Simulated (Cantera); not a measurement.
Cantera run:

```python
import numpy as np
import cantera as ct

gas_names = """
    F F2 H HF H2 H2F2 H3F3 H4F4 H5F5 H6F6 H7F7 N NF NF2 NF3 NH NH2 NH3 N2 N2H2 N2H4 Si SiF SiF2 SiF3
    SiF4 SiH SiHF3 SiH2 SiH2F2 SiH3 SiH3F SiH4 SiN Si2 Si2N Si3
""".split()
cond_names = """
    Si(cr) Si(L) Si3N4(a)
""".split()


# ... load() reads the species with a 1 bar reference pressure and builds the phases ...
atoms = {
    'Si': {'Si': 1},
    'HF': {'H': 1, 'F': 1},
    'N2': {'N': 2},
}
top_T = {'Si3N4(a)': 2400}  # K; cautious upper limits of use, not melting points


# ... equilibrate(T, P, feed) seeds the gas with the atoms and calls Mixture.equilibrate('TP', solver="vcs", rtol=1e-11, max_steps=5000) ...
results = []
feed = {'Si': 1, 'HF': 2.4, 'N2': 3.4}  # mol
for P in [1, 4.2, 18, 75, 320, 1300, 5600, 24000, 100000]:
    for T in [700, 800, 900, 1000, 1100, 1200, 1300, 1400, 1500, 1600, 1700]:
        mix = equilibrate(T, P, feed)
        results.append((T, P, feed, dict(zip(mix.species_names, mix.species_moles))))

for T, P, feed, n in results:
    print(f"{T:7g} {P:10.4g}  " + (" + ".join(c for c in cond_names if n.get(c, 0) > 1e-12) or "gas only"))
```

Result:

```
    700          1  Si3N4(a)
    800          1  Si3N4(a)
    900          1  Si3N4(a)
   1000          1  Si3N4(a)
   1100          1  Si3N4(a)
   1200          1  Si3N4(a)
   1300          1  Si3N4(a)
   1400          1  Si3N4(a)
   1500          1  gas only
   1600          1  gas only
   1700          1  gas only
    700        4.2  Si3N4(a)
    800        4.2  Si3N4(a)
    900        4.2  Si3N4(a)
   1000        4.2  Si3N4(a)
   1100        4.2  Si3N4(a)
   1200        4.2  Si3N4(a)
   1300        4.2  Si3N4(a)
   1400        4.2  Si3N4(a)
   1500        4.2  Si(cr)
   1600        4.2  gas only
   1700        4.2  gas only
    700         18  Si3N4(a)
    800         18  Si3N4(a)
    900         18  Si3N4(a)
   1000         18  Si3N4(a)
   1100         18  Si3N4(a)
   1200         18  Si3N4(a)
   1300         18  Si3N4(a)
   1400         18  Si3N4(a)
   1500         18  Si3N4(a)
   1600         18  Si(cr)
   1700         18  gas only
    700         75  Si3N4(a)
    800         75  Si3N4(a)
    900         75  Si3N4(a)
   1000         75  Si3N4(a)
   1100         75  Si3N4(a)
   1200         75  Si3N4(a)
   1300         75  Si3N4(a)
   1400         75  Si3N4(a)
   1500         75  Si3N4(a)
   1600         75  Si3N4(a)
   1700         75  Si(L)
    700        320  Si3N4(a)
    800        320  Si3N4(a)
    900        320  Si3N4(a)
   1000        320  Si3N4(a)
   1100        320  Si3N4(a)
   1200        320  Si3N4(a)
   1300        320  Si3N4(a)
   1400        320  Si3N4(a)
   1500        320  Si3N4(a)
   1600        320  Si3N4(a)
   1700        320  Si3N4(a)
    700       1300  Si3N4(a)
    800       1300  Si3N4(a)
    900       1300  Si3N4(a)
   1000       1300  Si3N4(a)
   1100       1300  Si3N4(a)
   1200       1300  Si3N4(a)
   1300       1300  Si3N4(a)
   1400       1300  Si3N4(a)
   1500       1300  Si3N4(a)
   1600       1300  Si3N4(a)
   1700       1300  Si3N4(a)
    700       5600  Si3N4(a)
    800       5600  Si3N4(a)
    900       5600  Si3N4(a)
   1000       5600  Si3N4(a)
   1100       5600  Si3N4(a)
   1200       5600  Si3N4(a)
   1300       5600  Si3N4(a)
   1400       5600  Si3N4(a)
   1500       5600  Si3N4(a)
   1600       5600  Si3N4(a)
   1700       5600  Si3N4(a)
    700    2.4e+04  Si3N4(a)
    800    2.4e+04  Si3N4(a)
    900    2.4e+04  Si3N4(a)
   1000    2.4e+04  Si3N4(a)
   1100    2.4e+04  Si3N4(a)
   1200    2.4e+04  Si3N4(a)
   1300    2.4e+04  Si3N4(a)
   1400    2.4e+04  Si3N4(a)
   1500    2.4e+04  Si3N4(a)
   1600    2.4e+04  Si3N4(a)
   1700    2.4e+04  Si3N4(a)
    700      1e+05  Si3N4(a)
    800      1e+05  Si3N4(a)
    900      1e+05  Si3N4(a)
   1000      1e+05  Si3N4(a)
   1100      1e+05  Si3N4(a)
   1200      1e+05  Si3N4(a)
   1300      1e+05  Si3N4(a)
   1400      1e+05  Si3N4(a)
   1500      1e+05  Si3N4(a)
   1600      1e+05  Si3N4(a)
   1700      1e+05  Si3N4(a)
```

Cantera equilibrium calculation (NASA polynomials, part measured and part estimated; ideal gas, pure solids and liquids). N2 is the only nitrogen source here; it is nearly inert below about 1500 K, so the nitride shown seldom forms there in practice. The tables' values for SiF2, SiF3 are old estimates.
